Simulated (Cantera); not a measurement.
**Thermodynamics of halide evaporation, hydrolysis and transport, feed PbBr2 + H2**

A closed system holds: 1 mol PbBr2, 36 mol H2, at 10.0 Torr.

Equilibrium computed with Cantera from the NASA thermochemical tables; the gas is ideal and each condensed phase is pure. Candidate condensed phases: Br2, Pb, PbBr2; 10 gas species. Rates play no part.

At 1048 K the condensed part is Pb(l). From 1098 K to 1448 K nothing is condensed. The main Pb-bearing gas is PbBr2 at 1048 K and Pb at 1448 K.

```tsv
T (K)	x H2	x HBr	x Pb	x PbBr2	x PbBr	x PbBr4	n Pb(l)
1048	0.965	0.0139	0.00335	0.0120	0.00185	0.00356	0.231
1098	0.956	0.0169	0.00819	0.0136	0.00349	0.00150	0
1148	0.950	0.0234	0.0104	0.0116	0.00407	0.000699	0
1198	0.944	0.0298	0.0130	0.00893	0.00444	0.000278	0
1248	0.938	0.0355	0.0156	0.00630	0.00451	9.73e-5	0
1298	0.933	0.0402	0.0181	0.00411	0.00428	3.09e-5	0
1348	0.930	0.0438	0.0201	0.00253	0.00384	9.15e-6	0
1398	0.927	0.0462	0.0216	0.00150	0.00330	2.63e-6	0
1448	0.925	0.0477	0.0227	0.000872	0.00277	7.56e-7	0
```
x: gas mole fraction; n: condensed amount in mol.
